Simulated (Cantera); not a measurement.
A closed system holds: 1 mol N2O, 0.41 mol H2, equilibrated at 3.08 Torr.

Method: chemical equilibrium by Gibbs-energy minimisation in Cantera with the NASA 1993 tables (ideal gas, pure condensed phases). Candidate condensed phases: H2O; 47 gas species. Ions and electrons are included (thermal ionisation). Kinetics and transport are ignored. All values below are at 5000 K.

Base state: O 0.313, H 0.257, N 0.231, N2 0.198, NO 0.000631, e- 0.000130, NO+ 0.000116, OH 1.49e-5 (mole fractions); condensed: gas only.

Task: What changes in the equilibrium state with this change: H2 from 0.41 to 3.5 mol?

Result: 
```tsv
species	before	after
H	0.257	0.734
N	0.231	0.113
O	0.313	0.105
N2	0.198	0.0480
H2	6.56e-6	5.33e-5
NO	0.000631	0.000104
H+	5.56e-6	2.93e-5
NO+	0.000116	3.52e-5
```
